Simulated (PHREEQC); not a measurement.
A solution holds 15 mmol/kgw Cu(BF4)2 and 0.37 mmol/kgw HCl, at 15 °C. Closed to the air; pH follows from the charge balance.

All values are PHREEQC results (ion-association model, phreeqc.dat), not measurements.

This is a speciation only: nothing precipitates in the calculation.

Q: Order these F species by the share of F that they hold, largest first: BF2(OH)2-, BF4-, BF3OH-, F-, HF.

A: BF4- (89 %), BF3OH- (4.6 %), HF (3.7 %), F- (2.1 %), BF2(OH)2- (0.65 %)

The pH is 2.76 and the ionic strength 0.0464 mol/kgw. Real BF4- forms and hydrolyses slowly; the run takes it at equilibrium.
